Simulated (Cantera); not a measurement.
Cantera run, input and output.

```python
import numpy as np
import cantera as ct

gas = ct.Solution("gri30.yaml")


def delay(T, t_max=10):
    gas.TPX = T, 101325, {'H2': 1, 'O2': 0.25, 'N2': 0.94, 'NO': 0.0061}
    reactor = ct.IdealGasReactor(gas, clone=False)
    net = ct.ReactorNet([reactor])
    net.rtol, net.atol = 1e-8, 1e-16
    while net.time < t_max:
        t_old, T_old = net.time, reactor.T
        net.step()
        if reactor.T > T + 400:  # ignition: a rise of 400 K
            return t_old + (T + 400 - T_old) / (reactor.T - T_old) * (net.time - t_old)
    return np.nan


taus = []
for T in [873, 948, 1023, 1098, 1173, 1248, 1323, 1398, 1473]:
    taus.append(delay(T))
    print(f"T0 = {T:6g} K   tau = {taus[-1]:.4e} s")
```

Result:

```
T0 =    873 K   tau = 9.5440e-04 s
T0 =    948 K   tau = 3.6393e-04 s
T0 =   1023 K   tau = 1.6807e-04 s
T0 =   1098 K   tau = 9.1289e-05 s
T0 =   1173 K   tau = 5.6223e-05 s
T0 =   1248 K   tau = 3.7930e-05 s
T0 =   1323 K   tau = 2.7398e-05 s
T0 =   1398 K   tau = 2.0944e-05 s
T0 =   1473 K   tau = 1.6873e-05 s
```

Cantera simulation using GRI-Mech 3.0 (53 species, 325 reactions); the numbers are that mechanism's predictions, not measurements. The mechanism lacks 2 NO + O2 → 2 NO2 and HONO, so NO2 and the effect of NO are under-described below about 1400 K. Below about 950 K walls govern HO2 and H2O2 in real vessels. Where the delays flatten at high temperature, the 400 K rule measures the pace of heat release, not the induction time.
